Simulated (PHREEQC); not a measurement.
Synthetic water in mmol/kgw, 11 °C, pH 2.11, pe 11.8:

| constituent | mmol/kgw |
|---|---|
| Na | 8.53 |
| K | 15.7 |
| Ca | 9.72 |
| Mg | 23.3 |
| Cl | 15.6 |
| S(6) | 38.4 |
| Cu(2) | 0.247 |
| Zn | 0.379 |

Valence states are taken as typed.

All values are PHREEQC results (ion-association model, phreeqc.dat), not measurements.

This is a speciation only: nothing precipitates in the calculation.

**Question.** Order these S species by the share of S that they hold, largest first: MgSO4, KSO4-, CaSO4, HSO4-, SO4-2.

**Answer.** SO4-2 (55 %), MgSO4 (20 %), HSO4- (14 %), CaSO4 (7.8 %), KSO4- (1.6 %)

The pH is 2.11 and the ionic strength 0.115 mol/kgw. Away from 25 °C the constants follow the database's enthalpies or fits; those with neither stay at their 25 °C values.
